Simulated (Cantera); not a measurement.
Charge: 1 mol SiH2Cl2, 0.34 mol N2, 0.13 mol H2, at 1975 K and 1700 Pa.

These are equilibrium values from Cantera (NASA tables, ideal gas, pure condensed phases), not measurements of a reactor. Candidate condensed phases: NH4Cl, Si, Si3N4; 28 gas species. The tables' values for SiCl3, SiCl, SiN are old estimates; treat these amounts as uncertain. Gases not in the tables: Si2H6 and higher silanes. Kinetics and transport are ignored.

What is the equilibrium state?


- x(H2): 0.350
- x(SiCl2): 0.293
- x(HCl): 0.204
- x(N2): 0.137
- x(H): 0.00621
- x(SiCl3): 0.00330
- x(SiCl): 0.00287
- x(Cl): 0.00270
- x(Si): 0.00190
- n(Si(l)): 0.252 mol
- gas amount: 2.485 mol
